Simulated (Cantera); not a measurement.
What does this Cantera script print?

```python
import numpy as np
import cantera as ct

gas_names = """
    CL CL2 H HCL H2 N NH NH2 NH3 N2 N2H2 N2H4 Si SiCL SiCL2 SiCL3 SiCL4 SiH SiHCL3 SiH2 SiH2CL2 SiH3
    SiH3CL SiH4 SiN Si2 Si2N Si3
""".split()
cond_names = """
    NH4CL(a) NH4CL(b) Si(cr) Si(L) Si3N4(a)
""".split()


def load(file, names, dense=False):
    # The tables refer to 1 bar. Condensed volumes are neglected.
    table = {s.name: s for s in ct.Species.list_from_file(file)}
    out = []
    for n in names:
        d = dict(table[n].input_data)
        d["thermo"] = dict(d["thermo"], **{"reference-pressure": 1e5})
        if dense:
            d["equation-of-state"] = {"model": "constant-volume", "density": "1e6 g/cm^3"}
        out.append(ct.Species.from_dict(d))
    return out


gas = ct.Solution(thermo="ideal-gas", species=load("nasa_gas.yaml", gas_names))
cond = {s.name: ct.Solution(thermo="fixed-stoichiometry", species=[s], name=s.name)
        for s in load("nasa_condensed.yaml", cond_names, dense=True)}
atoms = {
    'SiCl4': {'Si': 1, 'CL': 4},
    'HCl': {'H': 1, 'CL': 1},
    'H2': {'H': 2},
    'NH3': {'N': 1, 'H': 3},
}
top_T = {'Si3N4(a)': 2400}  # K; cautious upper limits of use, not melting points


def equilibrate(T, P, feed):
    n = {}
    for name, mol in feed.items():
        for a, k in atoms[name].items():
            n[a] = n.get(a, 0.0) + k * mol
    gas.TPX = T, P, n
    mass = sum(n.values()) * gas.mean_molecular_weight
    gas.equilibrate("TP")
    valid = [c for c in cond.values() if c.min_temp <= T <= top_T.get(c.name, c.max_temp)]
    mix = ct.Mixture([(gas, mass / gas.mean_molecular_weight)] + [(c, 0.0) for c in valid])
    mix.T, mix.P = T, P
    mix.equilibrate("TP", solver="vcs", rtol=1e-11, max_steps=5000)
    return mix


results = []
feed = {'SiCl4': 1, 'HCl': 0.15, 'H2': 13, 'NH3': 0.056}  # mol
P = 23000  # Pa
for T in [1223, 1273, 1323, 1373, 1423, 1473, 1523, 1573, 1623, 1673]:
    mix = equilibrate(T, P, feed)
    results.append((T, P, feed, dict(zip(mix.species_names, mix.species_moles))))
    x = sorted(zip(gas.X, gas.species_names), reverse=True)
    print(f"T = {T:g} K  P = {P:g} Pa  gas = {mix.phase_moles(0):.4g} mol")
    print("   x: " + "  ".join(f"{s} {v:.3e}" for v, s in x if v > 1e-05))
    print("   condensed (mol): " + ("  ".join(f"{mix.phase(i).name} {mix.phase_moles(i):.4g}"
          for i in range(1, mix.n_phases) if mix.phase_moles(i) > 1e-12) or "none"))
```

Output:

```
T = 1223 K  P = 23000 Pa  gas = 14.44 mol
   x: H2 8.714e-01  HCL 6.230e-02  SiCL4 3.546e-02  SiHCL3 1.531e-02  SiCL2 8.509e-03  SiCL3 6.152e-03  SiH2CL2 8.812e-04  SiH3CL 1.397e-05
   condensed (mol): Si3N4(a) 0.014
T = 1273 K  P = 23000 Pa  gas = 14.55 mol
   x: H2 8.595e-01  HCL 7.461e-02  SiCL4 2.880e-02  SiCL2 1.485e-02  SiHCL3 1.326e-02  SiCL3 8.077e-03  SiH2CL2 8.449e-04  SiH3CL 1.503e-05
   condensed (mol): Si3N4(a) 0.01399
T = 1323 K  P = 23000 Pa  gas = 14.68 mol
   x: H2 8.463e-01  HCL 8.842e-02  SiCL2 2.258e-02  SiCL4 2.184e-02  SiHCL3 1.061e-02  SiCL3 9.496e-03  SiH2CL2 7.378e-04  SiH3CL 1.451e-05
   condensed (mol): Si3N4(a) 0.01397
T = 1373 K  P = 23000 Pa  gas = 14.81 mol
   x: H2 8.330e-01  HCL 1.022e-01  SiCL2 3.081e-02  SiCL4 1.531e-02  SiCL3 1.010e-02  SiHCL3 7.892e-03  SiH2CL2 6.019e-04  N2 1.693e-05  SiH3CL 1.313e-05
   condensed (mol): Si3N4(a) 0.01387
T = 1423 K  P = 23000 Pa  gas = 14.92 mol
   x: H2 8.212e-01  HCL 1.144e-01  SiCL2 3.857e-02  SiCL4 9.890e-03  SiCL3 9.819e-03  SiHCL3 5.511e-03  SiH2CL2 4.682e-04  N2 5.784e-05  H 1.255e-05  SiH3CL 1.150e-05
   condensed (mol): Si3N4(a) 0.01357
T = 1473 K  P = 23000 Pa  gas = 15.02 mol
   x: H2 8.119e-01  HCL 1.238e-01  SiCL2 4.523e-02  SiCL3 8.860e-03  SiCL4 5.939e-03  SiHCL3 3.659e-03  SiH2CL2 3.534e-04  N2 1.802e-04  H 2.377e-05
   condensed (mol): Si3N4(a) 0.01265
T = 1523 K  P = 23000 Pa  gas = 15.09 mol
   x: H2 8.054e-01  HCL 1.298e-01  SiCL2 5.066e-02  SiCL3 7.567e-03  SiCL4 3.376e-03  SiHCL3 2.351e-03  N2 5.048e-04  SiH2CL2 2.634e-04  H 4.325e-05
   condensed (mol): Si3N4(a) 0.01019
T = 1573 K  P = 23000 Pa  gas = 15.15 mol
   x: H2 8.013e-01  HCL 1.323e-01  SiCL2 5.530e-02  SiCL3 6.242e-03  SiCL4 1.853e-03  SiHCL3 1.488e-03  N2 1.251e-03  SiH2CL2 1.971e-04  H 7.589e-05
   condensed (mol): Si3N4(a) 0.004521
T = 1623 K  P = 23000 Pa  gas = 15.19 mol
   x: H2 7.987e-01  HCL 1.335e-01  SiCL2 5.865e-02  SiCL3 5.048e-03  N2 1.843e-03  SiCL4 1.014e-03  SiHCL3 9.401e-04  SiH2CL2 1.471e-04  H 1.288e-04  CL 1.696e-05  SiCL 1.014e-05
   condensed (mol): none
T = 1673 K  P = 23000 Pa  gas = 15.21 mol
   x: H2 7.966e-01  HCL 1.355e-01  SiCL2 6.037e-02  SiCL3 4.055e-03  N2 1.840e-03  SiHCL3 5.991e-04  SiCL4 5.681e-04  H 2.119e-04  SiH2CL2 1.089e-04  CL 2.816e-05  SiCL 1.870e-05
   condensed (mol): none
```

Cantera equilibrium calculation (NASA polynomials, part measured and part estimated; ideal gas, pure solids and liquids). The tables' values for SiCl3, SiCl are old estimates; treat these amounts as uncertain.
